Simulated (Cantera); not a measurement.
Pyrogenic steam for wet oxidation

An isothermal, constant-pressure homogeneous reactor starts with 2.32 % H2, 6.11 % O2, 91.6 % N2, at 1375 K and 81000 Pa.

Computed with Cantera and GRI-Mech 3.0 (53 species, 325 reactions).

| t (s) | x H2 | x O2 | x O | x NO | x HO2 | x NO2 | x H2O2 |
|---|---|---|---|---|---|---|---|
| 4.00e-5 | 0.0232 | 0.0610 | 7.42e-7 | <1e-12 | 1.55e-7 | <1e-12 | 5.65e-10 |
| 8.92e-5 | 0.0206 | 0.0596 | 0.000588 | 1.80e-9 | 1.19e-5 | <1e-12 | 1.65e-7 |
| 0.000199 | 0.00113 | 0.0486 | 0.00445 | 2.29e-6 | 1.06e-5 | 9.18e-10 | 7.16e-7 |
| 0.000443 | 0.000374 | 0.0494 | 0.00138 | 3.37e-6 | 8.25e-6 | 2.96e-9 | 4.99e-7 |
| 0.000988 | 8.06e-5 | 0.0498 | 0.000287 | 3.47e-6 | 4.09e-6 | 8.57e-9 | 2.22e-7 |
| 0.00220 | 1.58e-5 | 0.0500 | 5.70e-5 | 3.47e-6 | 1.30e-6 | 1.81e-8 | 7.71e-8 |
| 0.00491 | 3.59e-6 | 0.0500 | 1.38e-5 | 3.47e-6 | 3.74e-7 | 2.36e-8 | 2.59e-8 |
| 0.0110 | 1.02e-6 | 0.0500 | 4.18e-6 | 3.47e-6 | 1.20e-7 | 2.20e-8 | 9.34e-9 |
| 0.0244 | 3.46e-7 | 0.0500 | 1.50e-6 | 3.48e-6 | 4.46e-8 | 1.72e-8 | 3.68e-9 |
| 0.0545 | 1.37e-7 | 0.0500 | 6.11e-7 | 3.48e-6 | 2.08e-8 | 1.31e-8 | 1.59e-9 |
| 0.121 | 6.51e-8 | 0.0500 | 2.92e-7 | 3.49e-6 | 1.35e-8 | 1.16e-8 | 7.91e-10 |
| 0.271 | 4.15e-8 | 0.0500 | 1.85e-7 | 3.49e-6 | 1.18e-8 | 1.20e-8 | 5.14e-10 |
| 0.604 | 3.64e-8 | 0.0500 | 1.62e-7 | 3.49e-6 | 1.15e-8 | 1.24e-8 | 4.52e-10 |
| 1.35 | 3.59e-8 | 0.0500 | 1.59e-7 | 3.49e-6 | 1.15e-8 | 1.24e-8 | 4.46e-10 |
| 3.00 | 3.59e-8 | 0.0500 | 1.59e-7 | 3.49e-6 | 1.15e-8 | 1.24e-8 | 4.46e-10 |
x: mole fraction; the columns are a selection and need not sum to one.

Equilibrium at this temperature and pressure: H2 3.60e-8, O2 0.0499, O 1.59e-7, NO 0.000334, HO2 1.15e-8, NO2 1.18e-6, H2O2 4.46e-10 (gas phase only).
